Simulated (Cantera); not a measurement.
An isothermal, constant-pressure homogeneous reactor starts with 68.5 % CH4, 31.5 % H2O, at 1975 K and 500000 Pa.

Computed with Cantera and GRI-Mech 3.0 (53 species, 325 reactions). GRI-Mech 3.0 stops at C3 and has no aromatics, soot or wall deposition, so with more carbon than oxygen in the feed, carbon stays in small species such as C2H2 where larger ones or solid carbon would form.

One state of this run: x CH4 = 0.0251; x H2O = 0.0794; x HO2 = <1e-12; x O = 1.33e-9; x CO = 0.0907; x CH2CO = 3.12e-5; x C2H2 = 0.127. x: mole fraction; the columns are a selection and need not sum to one.

### Question
Which value of t (s) does it belong to?
A. 0.144
B. 5.37e-5
C. 0.386
D. 0.00746

### Answer
D, 0.00746
